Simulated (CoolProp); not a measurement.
Vapour-liquid equilibrium of R125 (1) + fluoroethane (R161) (2) at 0.728 MPa; x and y are mole fractions of (1).

The numbers come from the multi-fluid Helmholtz-energy mixture model, Lemmon 2005 and Wu 2012; pair parameters Bell 2016 in CoolProp.

| x | bubble temperature (°C) | y at the bubble point | dew temperature at overall composition x (°C) | liquid density (mol/L) |
|---|---|---|---|---|
| 0.05 | 15.9 | 0.065 | 16.0 | 14.89 |
| 0.125 | 14.8 | 0.165 | 15.2 | 14.51 |
| 0.2 | 13.5 | 0.263 | 14.3 | 14.14 |
| 0.275 | 12.2 | 0.358 | 13.4 | ? |
| 0.35 | 10.9 | ? | 12.3 | 13.45 |
| 0.425 | 9.6 | 0.527 | 11.2 | 13.12 |
| 0.5 | 8.3 | 0.601 | 10.0 | 12.79 |
| 0.575 | 7.2 | 0.669 | 8.8 | 12.48 |
| 0.65 | 6.1 | 0.732 | 7.5 | 12.18 |
| 0.725 | 5.2 | ? | ? | 11.88 |
| 0.8 | 4.3 | 0.846 | 5.0 | 11.60 |
| 0.875 | 3.6 | 0.902 | 3.9 | 11.32 |
| 0.95 | 3.0 | 0.959 | 3.1 | 11.06 |

Question: Complete the blanks.

Answer: 
- 0.275, liquid density (mol/L): 13.79
- 0.35, y at the bubble point: 0.446
- 0.725, y at the bubble point: 0.790
- 0.725, dew temperature at overall composition x (°C): 6.2

No azeotrope shows between x = 0.05 and 0.95.

Pair parameters are fitted to limited data, so mixtures are less certain than the pure fluids. The gap from Raoult's law changes sign with composition, which may be real or a fault of the pair parameters; it wasn't checked against measurements.
